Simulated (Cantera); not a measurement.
A perfectly stirred reactor is fed with CH₄ : O₂ : N₂ = 0.028 : 0.0071 : 1 (molar parts), equivalence ratio 7.9, at 130000 Pa; it is held at 1000 K, and followed from long to short residence time.

Detailed kinetics in Cantera: GRI-Mech 3.0 (53 species, 325 reactions). GRI-Mech 3.0 stops at C3 and has no aromatics, soot or wall deposition, so with more carbon than oxygen in the feed, carbon stays in small species such as C2H2 where larger ones or solid carbon would form.

**Question.** What does this change do: pressure from 130000 Pa to 1000000 Pa?

**Answer.** 
| quantity | before | after |
|---|---|---|
| x(CH₄) at τ = 25.0 s | 0.0270 | 0.0219 |
| x(O₂) at τ = 25.0 s | 0.00680 | 0.00103 |
| x(CO₂) at τ = 25.0 s | 2.21e-7 | 0.00123 |
| x(OH) at τ = 25.0 s | 5.01e-12 | 7.00e-11 |
| x(N₂O) at τ = 25.0 s | 1.25e-10 | 6.71e-9 |
| x(CH₄) at τ = 0.380 s | 0.0271 | 0.0270 |
| x(O₂) at τ = 0.380 s | 0.00686 | 0.00686 |
| x(CO₂) at τ = 0.380 s | 8.67e-12 | 1.60e-10 |
| x(OH) at τ = 0.380 s | <1e-12 | 1.44e-12 |
| x(N₂O) at τ = 0.380 s | <1e-12 | 5.39e-12 |
